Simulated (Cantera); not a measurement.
Feed: 1 mol C3H8, 0.14 mol NH3, 4.6 mol H2O, equilibrated at 2202 °C and 0.0975 Torr.

Cantera equilibrium calculation (NASA polynomials, part measured and part estimated; ideal gas, pure solids and liquids). Rates play no part.

```json
[
 {"species": "H", "before": "0.654", "after": "0.771"},
 {"species": "H2", "before": "0.110", "after": "0.153"},
 {"species": "CO", "before": "0.152", "after": "0.0605"},
 {"species": "O", "before": "0.0516", "after": "<1e-9"},
 {"species": "OH", "before": "0.0131", "after": "<1e-9"},
 {"species": "H2O", "before": "0.0109", "after": "<1e-9"},
 {"species": "C3", "before": "<1e-9", "after": "0.00258"},
 {"species": "CO2", "before": "0.00248", "after": "<1e-9"},
 {"species": "O2", "before": "0.00211", "after": "<1e-9"},
 {"species": "HCN", "before": "<1e-9", "after": "0.00210"},
 {"species": "C2H2 (acetylene)", "before": "<1e-9", "after": "0.00149"},
 {"species": "C", "before": "<1e-9", "after": "0.000905"},
 {"species": "C(graphite), mol", "before": "0", "after": "2.33"}
]
```
Gas species are given as mole fractions.

Question: What was changed between the two runs?
(A) NH3 from 0.14 to 2.6 mol
(B) H2O from 4.6 to 0.53 mol
(C) temperature from 2202 °C to 2450 °C
(D) NH3 from 0.14 to 0.012 mol

Answer: B, H2O from 4.6 to 0.53 mol
